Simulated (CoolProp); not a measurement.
A simple Rankine cycle with cis-2-butene: condensing at 307.15 K, boiler at 1.03 MPa, turbine inlet 397.6 K, turbine efficiency 0.8, pump efficiency 0.7, no recuperator. Each further row changes one setting.

The numbers come from the reference Helmholtz-energy equation of state, Lemmon 2005 in CoolProp. It is a short technical equation, of lower accuracy than the large ones.

```
case                             thermal efficiency (%)  net work (kJ/kg)  heat in (kJ/kg)  turbine exit temperature (K)  volume ratio over the turbine
-------------------------------  ----------------------  ----------------  ---------------  ----------------------------  -----------------------------
as stated                                           9.8              50.7              518                         358.0                           3.58
turbine inlet 417.6 K                               9.7              54.4              559                         378.8                           3.55
condensing temperature 299.15 K                    11.2              60.3              536                         351.2                           4.54
boiler pressure 0.721 MPa                           7.3              38.6              527                         370.0                           2.49
turbine efficiency 0.7                              8.5              44.2              518                         361.8                           3.63
```
